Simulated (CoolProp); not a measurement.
Vapour-liquid equilibrium of n-hexane (1) + toluene (2) at 0.836 MPa; x and y are mole fractions of (1).

Values from CoolProp's multi-fluid Helmholtz-energy mixture model, Thol 2019 and Lemmon 2006; pair parameters Bell 2016.

```json
[
 {"x": "0.05", "bubble temperature (K)": "474.4", "y at the bubble point": "0.113", "dew temperature at overall composition x (K)": "477.2", "liquid density (mol/L)": "7.202"},
 {"x": "0.15", "bubble temperature (K)": "466.0", "y at the bubble point": "0.293", "dew temperature at overall composition x (K)": "472.7", "liquid density (mol/L)": "7.092"},
 {"x": "0.25", "bubble temperature (K)": "459.0", "y at the bubble point": "___", "dew temperature at overall composition x (K)": "468.0", "liquid density (mol/L)": "6.968"},
 {"x": "0.35", "bubble temperature (K)": "453.2", "y at the bubble point": "0.543", "dew temperature at overall composition x (K)": "463.2", "liquid density (mol/L)": "6.835"},
 {"x": "0.45", "bubble temperature (K)": "448.3", "y at the bubble point": "0.635", "dew temperature at overall composition x (K)": "458.1", "liquid density (mol/L)": "6.698"},
 {"x": "0.55", "bubble temperature (K)": "443.9", "y at the bubble point": "0.714", "dew temperature at overall composition x (K)": "452.9", "liquid density (mol/L)": "6.559"},
 {"x": "0.65", "bubble temperature (K)": "440.0", "y at the bubble point": "0.785", "dew temperature at overall composition x (K)": "447.4", "liquid density (mol/L)": "6.420"},
 {"x": "0.75", "bubble temperature (K)": "436.5", "y at the bubble point": "0.850", "dew temperature at overall composition x (K)": "441.9", "liquid density (mol/L)": "6.283"},
 {"x": "0.85", "bubble temperature (K)": "433.1", "y at the bubble point": "0.912", "dew temperature at overall composition x (K)": "436.5", "liquid density (mol/L)": "6.148"},
 {"x": "0.95", "bubble temperature (K)": "430.0", "y at the bubble point": "___", "dew temperature at overall composition x (K)": "___", "liquid density (mol/L)": "6.017"}
]
```

**Question.** Some entries are withheld; supply them.

**Answer.** 
- 0.25, y at the bubble point: 0.432
- 0.95, y at the bubble point: 0.971
- 0.95, dew temperature at overall composition x (K): 431.1

No azeotrope shows between x = 0.05 and 0.95.

The pair parameters rest on a limited set of measurements; away from them the model extrapolates.
